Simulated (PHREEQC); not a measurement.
# Spent oxide etchant: speciation

Dissolve 28 mmol/kgw NH4HF2, 0.5 mmol/kgw H2SiF6 and 110 mmol/kgw H3PO4 at 25 °C. Closed to the air; pH follows from the charge balance.

Computed with PHREEQC (ion-association model, phreeqc.dat).

Each row changes one thing in this solution. This is a speciation only: nothing precipitates in the calculation.

```csv
case,pH,ionic strength (mol/kgw),H3PO4 (mol/kgw),HF (mol/kgw),H2PO4- (mol/kgw),F- (mol/kgw),SI of Quartz (SiO2)
as made,1.84,0.0452,0.0699,0.0518,0.0401,0.00298,-6.77
diluted 100-fold with water,3.04,0.00123,0.000126,0.000335,0.000974,0.000254,-1.32
temperature from 25 to 70 °C,1.99,0.0406,0.0731,0.0534,0.0369,0.00179,-3.88
H2SiF6 from 0.0005 to 0.00045 mol/kgw,1.84,0.0451,0.0698,0.0518,0.0402,0.00298,-6.82
diluted 10-fold with water,2.34,0.00777,0.00417,0.00480,0.00683,0.000776,-2.38
H2SiF6 from 0.0005 to 0.00075 mol/kgw,1.84,___,0.0701,0.0519,0.0399,0.00295,-6.59
H3PO4 from 0.11 to 0.022 mol/kgw,2.56,0.0316,0.00558,0.0405,0.0164,0.0119,___
```

**Question.** Some entries are withheld; supply them.

**Answer.** 
- H2SiF6 from 0.0005 to 0.00075 mol/kgw, ionic strength (mol/kgw): 0.0457
- H3PO4 from 0.11 to 0.022 mol/kgw, SI of Quartz (SiO2): -7.52

Species that the database lacks are ignored. Constants without temperature data keep their 25 °C values here. SiF6-2 is the database's only silicon fluoride.
